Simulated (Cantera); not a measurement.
A freely propagating, adiabatic, planar premixed flame of CH₄ : CO : O₂ : N₂ : H₂O = 1 : 0.058 : 1.35 : 5.09 : 0.27 (molar parts), equivalence ratio 1.5, unburnt at 550 K and 600 Torr; mixture-averaged transport, grid criteria slope 0.08 and curve 0.16, no radiation.

Computed with Cantera and GRI-Mech 3.0 (53 species, 325 reactions). Burning velocities carry a grid error of a few per cent, more on coarse grids.

Problem. What does this change do: inlet temperature 550 to 375 K?

Solution. 
| quantity | before | after |
|---|---|---|
| laminar burning velocity | 38.4 cm/s | 15.0 cm/s |
| thermal thickness | 0.984 mm | 1.52 mm |
| peak x(CH₂O) | 0.000918 | 0.000832 |
| peak x(HCO) | 1.04e-5 | 4.39e-6 |

Problem. What does this change do: inlet temperature 550 to 350 K?

Solution. 
| quantity | before | after |
|---|---|---|
| laminar burning velocity | 38.4 cm/s | 12.9 cm/s |
| thermal thickness | 0.984 mm | 1.62 mm |
| peak x(CH₂O) | 0.000918 | 0.000822 |
| peak x(HCO) | 1.04e-5 | 3.88e-6 |

Problem. What does this change do: N2 5.09 to 6.6 parts?

Solution. 
```
quantity                     before      after
------------------------  ---------  ---------
laminar burning velocity  38.4 cm/s  18.7 cm/s
thermal thickness          0.984 mm    1.78 mm
peak x(CH₂O)               0.000918   0.000695
peak x(HCO)                 1.04e-5    2.96e-6
```
